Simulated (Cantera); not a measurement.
A perfectly stirred reactor is fed with H2 : O2 : N2 = 0.87 : 1 : 0.66 (molar parts), equivalence ratio 0.43, at 100000 Pa; it is held at 1050 K, and followed from long to short residence time.

Computed with Cantera and GRI-Mech 3.0 (53 species, 325 reactions). The temperature is held fixed by assumption; the heat of reaction is taken as removed at once.

Problem. What does this change do: pressure from 100000 Pa to 19000 Pa?

Solution. 
```json
[
 {"quantity": "x(H2) at τ = 4.50 s", "before": "0.00381", "after": "0.000533"},
 {"quantity": "x(O2) at τ = 4.50 s", "before": "0.271", "after": "0.270"},
 {"quantity": "x(N2O) at τ = 4.50 s", "before": "2.18e-7", "after": "1.25e-7"},
 {"quantity": "x(H2O) at τ = 4.50 s", "before": "0.411", "after": "0.415"},
 {"quantity": "x(H2O2) at τ = 4.50 s", "before": "3.08e-5", "after": "1.88e-6"},
 {"quantity": "x(H2) at τ = 0.110 s", "before": "0.0523", "after": "0.00475"},
 {"quantity": "x(O2) at τ = 0.110 s", "before": "0.288", "after": "0.271"},
 {"quantity": "x(N2O) at τ = 0.110 s", "before": "3.84e-8", "after": "6.12e-8"},
 {"quantity": "x(H2O) at τ = 0.110 s", "before": "0.351", "after": "0.409"},
 {"quantity": "x(H2O2) at τ = 0.110 s", "before": "0.000745", "after": "8.05e-6"}
]
```

Problem. What does this change do: temperature 1050 to 925 K?

Solution. 
```
quantity                  before     after
----------------------  --------  --------
x(H2) at τ = 4.50 s      0.00381    0.0547
x(O2) at τ = 4.50 s        0.271     0.289
x(N2O) at τ = 4.50 s     2.18e-7   1.37e-8
x(H2O) at τ = 4.50 s       0.411     0.349
x(H2O2) at τ = 4.50 s    3.08e-5  0.000709
x(H2) at τ = 0.110 s      0.0523     0.314
x(O2) at τ = 0.110 s       0.288     0.384
x(N2O) at τ = 0.110 s    3.84e-8  4.11e-10
x(H2O) at τ = 0.110 s      0.351    0.0344
x(H2O2) at τ = 0.110 s  0.000745   0.00203
```
Below about 950 K walls govern HO2 and H2O2 in real vessels.

Problem. What does this change do: pressure from 100000 Pa to 16000 Pa?

Solution. 
```
quantity                  before     after
----------------------  --------  --------
x(H2) at τ = 4.50 s      0.00381  0.000449
x(O2) at τ = 4.50 s        0.271     0.270
x(N2O) at τ = 4.50 s     2.18e-7   1.13e-7
x(H2O) at τ = 4.50 s       0.411     0.415
x(H2O2) at τ = 4.50 s    3.08e-5   1.46e-6
x(H2) at τ = 0.110 s      0.0523   0.00437
x(O2) at τ = 0.110 s       0.288     0.271
x(N2O) at τ = 0.110 s    3.84e-8   5.36e-8
x(H2O) at τ = 0.110 s      0.351     0.410
x(H2O2) at τ = 0.110 s  0.000745   5.99e-6
```
